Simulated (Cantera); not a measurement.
Cantera run:

```python
import numpy as np
import cantera as ct

gas_names = """
    CL ALCL AL2CL6
""".split()
cond_names = """

""".split()


def load(file, names, dense=False):
    # The tables refer to 1 bar. Condensed volumes are neglected.
    table = {s.name: s for s in ct.Species.list_from_file(file)}
    out = []
    for n in names:
        d = dict(table[n].input_data)
        d["thermo"] = dict(d["thermo"], **{"reference-pressure": 1e5})
        if dense:
            d["equation-of-state"] = {"model": "constant-volume", "density": "1e6 g/cm^3"}
        out.append(ct.Species.from_dict(d))
    return out


species = {s.name: s for s in load("nasa_gas.yaml", gas_names) + load("nasa_condensed.yaml", cond_names)}
# Each term lists the table entries of one substance; the one whose range holds T is used.
reactions = {
    '4 Cl(g) + 2 AlCl(g) = Al2Cl6(g)':
        [(-4, ['CL']), (-2, ['ALCL']), (1, ['AL2CL6'])],
}


def pick(names, T):
    return next(species[n] for n in names if species[n].thermo.min_temp <= T <= species[n].thermo.max_temp)


results = []
for label, terms in reactions.items():
    print(label)
    print("     T/K   dH/kJ  dS/(J/K)   dG/kJ   log10 K")
    for T in [2423, 2473, 2523, 2573, 2623, 2673, 2723, 2773]:
        used = [(nu, pick(names, T)) for nu, names in terms]
        dH = sum(nu * s.thermo.h(T) for nu, s in used) / 1e6
        dS = sum(nu * s.thermo.s(T) for nu, s in used) / 1e3
        dG = dH - T * dS / 1e3
        logK = -dG * 1e6 / (ct.gas_constant * T * np.log(10))
        results.append((label, T, dH, dS, dG, logK, [s.name for _, s in used]))
        print(f"{T:8g} {dH:8.1f} {dS:8.1f} {dG:8.1f} {logK:8.2f}")
```

Result:

```
4 Cl(g) + 2 AlCl(g) = Al2Cl6(g)
     T/K   dH/kJ  dS/(J/K)   dG/kJ   log10 K
    2423  -1642.7   -612.9   -157.6     3.40
    2473  -1641.6   -612.5   -127.0     2.68
    2523  -1640.6   -612.0    -96.4     2.00
    2573  -1639.6   -611.6    -65.8     1.34
    2623  -1638.5   -611.2    -35.2     0.70
    2673  -1637.5   -610.8     -4.7     0.09
    2723  -1636.4   -610.5     25.8    -0.50
    2773  -1635.4   -610.1     56.4    -1.06
```

Standard-state values (1 bar) from the NASA 1993 polynomials, evaluated with Cantera. Condensed species are held in their standard states even where they would react or evaporate.
